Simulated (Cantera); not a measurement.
An adiabatic, constant-pressure homogeneous reactor starts with C₃H₈ : O₂ : N₂ = 1 : 3.57 : 35 (molar parts), equivalence ratio 1.4, at 1325 K and 17300 Torr.

Model: GRI-Mech 3.0 (53 species, 325 reactions), integrated in Cantera. GRI-Mech 3.0 was tuned for natural gas; its chemistry of propane as a main component is partial and can be far from experiment. The pressure lies above the range GRI-Mech 3.0 was tuned for (to about 10 atm).

### Question
Predict: time of steepest temperature rise; temperature at 0.300 s; equilibrium temperature; x(O₂) at 0.300 s; x(CO₂) at 0.300 s; x(H) at 0.300 s.

### Answer
* **time of steepest temperature rise**: 0.232 ms
* **temperature at 0.300 s**: 2147 K
* **equilibrium temperature**: 2147 K
* **x(O₂) at 0.300 s**: 2.74e-7 (gas-phase equilibrium 2.74e-7)
* **x(CO₂) at 0.300 s**: 0.0268 (gas-phase equilibrium 0.0268)
* **x(H) at 0.300 s**: 0.000134 (gas-phase equilibrium 0.000134)
